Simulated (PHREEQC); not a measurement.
A made-up water analysis in mmol/kgw, 25 °C, pH 1.99, pe 10.8: Na 68.9; K 1.05; Ca 4.27; Mg 2.34; Cl 9.45; S(6) 47.7; Fe(3) 0.123; Cu(2) 0.0168.

Valence states are taken as typed.

All values are PHREEQC results (ion-association model, phreeqc.dat), not measurements.

Each row changes one thing in this solution. No solid was allowed to form.

```tsv
case	ionic strength (mol/kgw)	Na+ (mol/kgw)	SO4-2 (mol/kgw)	HSO4- (mol/kgw)	NaSO4- (mol/kgw)	Ca+2 (mol/kgw)	SI of Gypsum (CaSO4:2H2O)	SI of Goethite (FeOOH)
as made	0.117	0.0656	0.0284	0.0129	0.00329	0.00250	-0.45	+0.78
Ca from 4.27 to 2.13 mmol/kgw	0.115	0.0655	0.0289	0.0132	0.00336	0.00123	-0.74	+0.77
all concentrations times 4 at the same typed pH	0.429	0.245	0.111	0.0331	0.0307	0.00794	+0.29	+0.86
```

Complexes and solids missing from the database can't appear. Some of these states are supersaturated (in Hematite (slow to form), Goethite (slow to form), Gypsum, for instance).
